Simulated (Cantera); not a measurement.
Charge: 1 mol SiF4, 7.8 mol NH3, 1.4 mol N2, at 3.40 mbar.

Cantera equilibrium calculation (NASA polynomials, part measured and part estimated; ideal gas, pure solids and liquids). Candidate condensed phases: Si, Si3N4; 37 gas species. The tables' values for SiF3, SiF2 are old estimates; treat these amounts as uncertain. Rates play no part.

x: gas mole fraction; n: condensed amount in mol.

```csv
T (K),x H2,x N2,x SiF4,x HF,x SiF3,x SiF2,n Si3N4(s)
1175,0.648,0.294,0.0544,0.00227,0.000412,3.67e-6,0.00219
1200,0.648,0.294,0.0541,0.00261,0.000608,7.51e-6,0.00231
1225,0.648,0.294,0.0537,0.00299,0.000884,1.49e-5,0.00234
1250,0.647,0.294,0.0533,0.00339,0.00126,2.88e-5,0.00224
1275,0.647,0.294,0.0527,0.00384,0.00177,5.40e-5,0.00195
1300,0.647,0.294,0.0520,0.00431,0.00245,9.87e-5,0.00139
1325,0.646,0.294,0.0510,___,0.00334,0.000176,___
1350,0.645,0.294,0.0500,0.00566,0.00425,0.000275,0
1375,0.644,0.294,0.0490,0.00682,0.00517,0.000394,0
1400,0.643,0.293,0.0477,___,0.00620,0.000554,0
1425,0.642,0.293,0.0463,0.00975,0.00736,0.000764,0
1450,0.640,0.293,0.0448,0.0115,0.00862,0.00104,0
1475,0.638,0.293,0.0430,0.0136,0.00999,0.00138,0
1500,0.637,0.292,0.0411,0.0159,0.0114,0.00181,0
```

Question: What belongs in the gaps?

Answer: 
- 1400, x HF: 0.00818
- 1325, x HF: 0.00482
- 1325, n Si3N4(s): 0.000468
